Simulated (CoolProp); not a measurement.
Vapour-liquid equilibrium of cyclohexane (1) + o-xylene (2) at 10.8 kPa; x and y are mole fractions of (1).

The numbers come from the multi-fluid Helmholtz-energy mixture model, Zhou 2014 and Zhou 2012; pair parameters Bell 2016 in CoolProp.

| x | bubble temperature (K) | y at the bubble point | dew temperature at overall composition x (K) | liquid density (mol/L) |
|---|---|---|---|---|
| 0.05 | 337.7 | 0.410 | 348.0 | 7.968 |
| 0.125 | 326.3 | 0.675 | 346.1 | 8.119 |
| 0.2 | 318.8 | 0.791 | 344.1 | 8.240 |
| 0.275 | 313.6 | 0.853 | 342.0 | 8.346 |
| 0.35 | 309.7 | 0.890 | 339.7 | 8.442 |
| 0.425 | 306.8 | 0.914 | 337.2 | 8.534 |
| 0.5 | 304.4 | 0.932 | 334.4 | 8.623 |
| 0.575 | 302.5 | 0.945 | 331.2 | 8.711 |
| 0.65 | 300.7 | 0.957 | 327.6 | 8.799 |
| 0.725 | 299.2 | 0.967 | 323.3 | 8.888 |
| 0.8 | 297.8 | 0.976 | 318.1 | 8.980 |
| 0.875 | 296.4 | 0.985 | 311.3 | 9.075 |
| 0.95 | 295.0 | 0.994 | 301.8 | 9.173 |

No azeotrope shows between x = 0.05 and 0.95.

The pair parameters rest on a limited set of measurements; away from them the model extrapolates.
